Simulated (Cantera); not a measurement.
A perfectly stirred reactor is fed with CO : H2 : CH4 : O2 : N2 = 1 : 1 : 0.24 : 2.31 : 8.7 (molar parts), equivalence ratio 0.64, at 0.306 atm; it is adiabatic with a 550 K inlet, and is followed from long to short residence time, starting on the burning branch (τ in s: 0.15, 0.064, 0.028, 0.012, 0.0052, 0.0023, 0.00099, 0.00043, 0.00019, 8.1e-05).

Cantera simulation using GRI-Mech 3.0 (53 species, 325 reactions); the numbers are that mechanism's predictions, not measurements.

Problem. What does this change do: inlet temperature 550 to 798 K?

Solution. 
```
quantity                                                                       before                                   after
------------------------------------------------  -----------------------------------  --------------------------------------
blow-out, bracketed by the residence times tried  burning at 0.190 ms, out at 81.0 µs  burning at 81.0 µs, the shortest tried
x(CO) at τ = 0.150 s                                                          0.00395                                 0.00662
x(H2) at τ = 0.150 s                                                         0.000971                                 0.00150
x(CH4) at τ = 0.150 s                                                         1.18e-6                                 6.75e-7
x(H) at τ = 0.150 s                                                          0.000362                                0.000642
x(NO) at τ = 0.150 s                                                         0.000535                                 0.00247
x(CO) at τ = 2.30 ms                                                           0.0210                                  0.0247
x(H2) at τ = 2.30 ms                                                          0.00650                                 0.00728
x(CH4) at τ = 2.30 ms                                                         2.41e-5                                 1.61e-5
x(H) at τ = 2.30 ms                                                           0.00926                                  0.0103
x(NO) at τ = 2.30 ms                                                          3.19e-5                                 5.66e-5
```
